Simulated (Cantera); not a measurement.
A closed system holds: 1 mol FeS₂, 1.4 mol H₂S, 8.7 mol O₂, at 1050 Torr.

Method: chemical equilibrium by Gibbs-energy minimisation in Cantera with the NASA 1993 tables (ideal gas, pure condensed phases). Candidate condensed phases: Fe, FeO, Fe(OH)₂, Fe(OH)₃, FeS, FeSO₄, FeS₂, Fe₂O₃, Fe₂(SO₄)₃, Fe₃O₄, H₂O, H₂SO₄, S; 22 gas species. Equilibrium is a limit: real reactors are often held back by kinetics, nucleation or transport.

x: gas mole fraction; n: condensed amount in mol.

| T (K) | x O₂ | x SO₂ | x SO₃ | x H₂O | x H₂SO₄ | x OH | x O | n Fe₂(SO₄)₃(s) | n Fe₂O₃(s) | n Fe₃O₄(s) |
|---|---|---|---|---|---|---|---|---|---|---|
| 623 | 0.460 | 0.000128 | 0.240 | 0.133 | 0.166 | ? | <1e-12 | 0.500 | 0 | 0 |
| 773 | 0.402 | 0.00765 | 0.332 | 0.247 | 0.0124 | ? | <1e-12 | 0.500 | 0 | 0 |
| 923 | 0.417 | 0.0717 | 0.264 | 0.247 | 0.000967 | ? | 6.81e-12 | 0.500 | 0 | 0 |
| 1073 | 0.401 | 0.264 | 0.161 | 0.175 | 8.13e-5 | ? | 6.65e-10 | 0 | 0.500 | 0 |
| 1223 | 0.429 | 0.347 | 0.0576 | 0.167 | 8.34e-6 | ? | 2.24e-8 | 0 | 0.500 | 0 |
| 1373 | 0.439 | 0.375 | 0.0224 | 0.164 | 1.28e-6 | ? | 3.45e-7 | 0 | 0.500 | 0 |
| 1523 | 0.442 | 0.385 | 0.0101 | 0.163 | 2.80e-7 | ? | 3.10e-6 | 0 | 0.500 | 0 |
| 1673 | 0.443 | 0.389 | 0.00520 | 0.162 | 8.15e-8 | ? | 1.88e-5 | 0 | 0.500 | 0 |
| 1823 | 0.449 | 0.387 | 0.00298 | 0.160 | 2.91e-8 | ? | 8.54e-5 | 0 | 0 | 0.333 |

### Question
What belongs in the gaps?

### Answer

- 623, x OH: 1.12e-12
- 773, x OH: 6.32e-10
- 923, x OH: 3.86e-8
- 1073, x OH: 6.21e-7
- 1223, x OH: 5.77e-6
- 1373, x OH: 3.31e-5
- 1523, x OH: 0.000135
- 1673, x OH: 0.000426
- 1823, x OH: 0.00111
